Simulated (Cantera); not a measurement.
Cantera run:

```python
import numpy as np
import cantera as ct

gas_names = [...]  # 123 gases of nasa_gas.yaml made of C, H, O, Si
cond_names = """
    C(gr) C6H6(L) C7H8(L) C8H18(L),n-octa H2O(s) H2O(L) Si(cr) Si(L) SiC(b) SiO2(Lqz) SiO2(hqz) SiO2(L)
""".split()


# ... load() reads the species with a 1 bar reference pressure and builds the phases ...
atoms = {
    'SiO2': {'Si': 1, 'O': 2},
    'CH4': {'C': 1, 'H': 4},
    'CO': {'C': 1, 'O': 1},
}
top_T = {'C(gr)': 4500, 'SiC(b)': 3050}  # K; cautious upper limits of use, not melting points


# ... equilibrate(T, P, feed) seeds the gas with the atoms and calls Mixture.equilibrate('TP', solver="vcs", rtol=1e-11, max_steps=5000) ...
results = []
feed = {'SiO2': 1, 'CH4': 0.42, 'CO': 0.025}  # mol
P = 101325  # Pa
for T in [1148, 1223, 1298, 1373, 1448, 1523, 1598]:
    mix = equilibrate(T, P, feed)
    results.append((T, P, feed, dict(zip(mix.species_names, mix.species_moles))))
    x = sorted(zip(gas.X, gas.species_names), reverse=True)
    print(f"T = {T:g} K  P = {P:g} Pa  gas = {mix.phase_moles(0):.4g} mol")
    print("   x: " + "  ".join(f"{s} {v:.3e}" for v, s in x if v > 0.0001))
    print("   condensed (mol): " + ("  ".join(f"{mix.phase(i).name} {mix.phase_moles(i):.4g}"
          for i in range(1, mix.n_phases) if mix.phase_moles(i) > 1e-12) or "none"))
```

Output:

```
T = 1148 K  P = 101325 Pa  gas = 0.8455 mol
   x: H2 9.488e-01  CO 2.820e-02  CH4 2.170e-02  H2O 1.303e-03
   condensed (mol): C(gr) 0.4028  SiO2(hqz) 1
T = 1223 K  P = 101325 Pa  gas = 0.8539 mol
   x: H2 9.583e-01  CO 2.869e-02  CH4 1.240e-02  H2O 5.598e-04
   condensed (mol): C(gr) 0.4099  SiO2(hqz) 1
T = 1298 K  P = 101325 Pa  gas = 0.8583 mol
   x: H2 9.634e-01  CO 2.886e-02  CH4 7.492e-03  H2O 2.618e-04
   condensed (mol): C(gr) 0.4138  SiO2(hqz) 1
T = 1373 K  P = 101325 Pa  gas = 0.8608 mol
   x: H2 9.662e-01  CO 2.891e-02  CH4 4.762e-03  H2O 1.325e-04
   condensed (mol): C(gr) 0.416  SiO2(hqz) 1
T = 1448 K  P = 101325 Pa  gas = 0.8622 mol
   x: H2 9.678e-01  CO 2.893e-02  CH4 3.167e-03
   condensed (mol): C(gr) 0.4173  SiO2(hqz) 1
T = 1523 K  P = 101325 Pa  gas = 0.8659 mol
   x: H2 9.657e-01  CO 3.198e-02  CH4 2.176e-03
   condensed (mol): C(gr) 0.4141  SiC(b) 0.001334  SiO2(hqz) 0.9986
T = 1598 K  P = 101325 Pa  gas = 0.9287 mol
   x: H2 9.017e-01  CO 9.654e-02  CH4 1.356e-03  SiO 2.780e-04
   condensed (mol): C(gr) 0.3218  SiC(b) 0.03224  SiO2(hqz) 0.9675
```

Method: chemical equilibrium by Gibbs-energy minimisation in Cantera with the NASA 1993 tables (ideal gas, pure condensed phases). Mutual solubility and eutectic melting of coexisting phases are not modelled. The tables hold silica as quartz up to 1696 K and as liquid above; real silica turns to tridymite and cristobalite and melts near 1996 K.
